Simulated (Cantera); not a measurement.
A freely propagating, adiabatic, planar premixed flame of 27.2 % H2, 15.3 % O2, 57.5 % N2, unburnt at 723 K and 1.01 bar; mixture-averaged transport, grid criteria slope 0.08 and curve 0.16, no radiation.

Cantera simulation using the H2/O2 subset of GRI-Mech 3.0, which has no nitrogen chemistry; the numbers are that mechanism's predictions, not measurements. Burning velocities carry a grid error of a few per cent, more on coarse grids.

Question: Predict: laminar burning velocity; thermal thickness; peak x(H2O2); peak x(OH); peak x(H).

Answer: 
```
Quantity                     Result
------------------------  ---------
laminar burning velocity  1000 cm/s
thermal thickness          0.502 mm
peak x(H2O2)                6.21e-6
peak x(OH)                   0.0209
peak x(H)                    0.0577
```
